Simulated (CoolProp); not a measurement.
Carbonyl sulfide along the isobar 311 kPa: Z from the reference equation and from simpler models built on Tc = 378.8 K, pc = 6369 kPa, ω = 0.098; each cubic takes its own stable root.

Model: reference Helmholtz-energy equation of state, Lemmon 2006, in CoolProp. It is a short technical equation, of lower accuracy than the large ones.

```
T (K)   phase  reference
-----  ------  ---------
232    liquid   0.008386
251.9     gas     0.9390
271.8     gas     0.9528
291.7     gas     0.9625
311.5     gas     0.9695
331.4     gas     0.9749
351.3     gas     0.9791
371.1     gas     0.9824
391       gas     0.9851
410.9     gas     0.9872
430.8     gas     0.9890
450.6     gas     0.9905
470.5     gas     0.9917
490.4     gas     0.9928
```

### Question
How far does each simpler model (van der Waals, Peng-Robinson) lie from the reference over these 14 states: mean and median of the absolute difference, and the worst?

### Answer
- van der Waals: mean 805.0 %, median 0.3 %, worst +11263.0 % at 232 K and 311 kPa
- Peng-Robinson: mean 0.7 %, median 0.2 %, worst -6.7 % at 232 K and 311 kPa

At some of these states van der Waals gives the other phase, because its saturation line lies elsewhere.
